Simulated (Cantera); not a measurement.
Input (Python, Cantera):

```python
import numpy as np
import cantera as ct

gas = ct.Solution("h2o2.yaml")
gas.TPX = 950, 1200, {'H2': 0.04, 'O2': 1, 'N2': 0.39}
reactor = ct.IdealGasConstPressureReactor(gas, energy="off", clone=False)
net = ct.ReactorNet([reactor])
net.rtol, net.atol = 1e-08, 1e-18
show = ['H2', 'O2', 'OH', 'H2O', 'HO2']
times = np.geomspace(7e-05, 100, 11)

steps = ct.SolutionArray(gas, extra=["t"])
rows = []
print(f"{'t/s':>10s}{'T/K':>9s}{'P/Pa':>11s}" + "".join(f"{s:>11s}" for s in show))
for t in times:
    while net.time < t:
        t_next = net.step()
        steps.append(gas.state, t=t_next)
    rows.append([np.interp(t, steps.t, y) for y in (steps.T, steps.P, *steps(*show).X.T)])
    print(f"{t:10.3e}{rows[-1][0]:9.1f}{rows[-1][1]:11.4g}" + "".join(f"{x:11.3e}" for x in rows[-1][2:]))
rate = np.gradient(steps.T, steps.t)
print("integrator steps:", len(steps.t))
if steps.T.max() > steps.T[0] + 200:
    print(f"time of steepest temperature rise: {steps.t[rate.argmax()]:.4e} s")
gas.TPX = 950, 1200, {'H2': 0.04, 'O2': 1, 'N2': 0.39}
gas.equilibrate("TP")
print(f"equilibrium (TP): T = {gas.T:.1f} K  " + "  ".join(f"{s} {gas[s].X[0]:.3e}" for s in show))
```

It prints:

```
       t/s      T/K       P/Pa         H2         O2         OH        H2O        HO2
 7.000e-05    950.0       1200  2.797e-02  6.993e-01  2.864e-13  3.266e-14  2.838e-12
 2.888e-04    950.0       1200  2.797e-02  6.993e-01  3.270e-12  1.673e-12  1.178e-11
 1.191e-03    950.0       1200  2.797e-02  6.993e-01  3.244e-11  6.631e-11  4.998e-11
 4.916e-03    950.0       1200  2.797e-02  6.993e-01  4.662e-09  1.698e-08  5.525e-10
 2.028e-02    950.0       1200  4.359e-03  6.865e-01  1.454e-03  1.958e-02  5.129e-06
 8.367e-02    950.0       1200  1.060e-04  6.933e-01  2.739e-04  2.795e-02  2.688e-06
 3.452e-01    950.0       1200  6.808e-06  6.949e-01  6.567e-05  2.832e-02  7.171e-07
 1.424e+00    950.0       1200  3.978e-07  6.950e-01  1.750e-05  2.836e-02  1.104e-07
 5.875e+00    950.0       1200  3.083e-08  6.950e-01  5.647e-06  2.837e-02  1.532e-08
 2.424e+01    950.0       1200  3.879e-09  6.950e-01  2.197e-06  2.837e-02  2.596e-09
 1.000e+02    950.0       1200  6.796e-10  6.950e-01  9.577e-07  2.837e-02  5.340e-10
integrator steps: 1760
equilibrium (TP): T = 950.0 K  H2 5.697e-12  O2 6.950e-01  OH 8.951e-08  H2O 2.837e-02  HO2 1.736e-10
```

Detailed kinetics in Cantera: the H2/O2 subset of GRI-Mech 3.0, which has no nitrogen chemistry. Radical loss at walls, strong at low pressure, is not modelled.
